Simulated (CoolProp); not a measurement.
Vapour-liquid equilibrium of carbon dioxide (1) + R22 (2) at 266 K; x and y are mole fractions of (1).

Model: multi-fluid Helmholtz-energy mixture model, Span 1996 and Kamei 1995; pair parameters Bell 2016, in CoolProp.

Question: Give the bubble pressure and the first vapour's composition at x = 0.2, 0.35, 0.5. Is there an azeotrope?

Answer: x = 0.2: 0.7730 MPa, y = 0.562; x = 0.35: 1.108 MPa, y = 0.737; x = 0.5: 1.472 MPa, y = 0.838. No azeotrope shows between x = 0.05 and 0.95.

Pair parameters are fitted to limited data, so mixtures are less certain than the pure fluids.
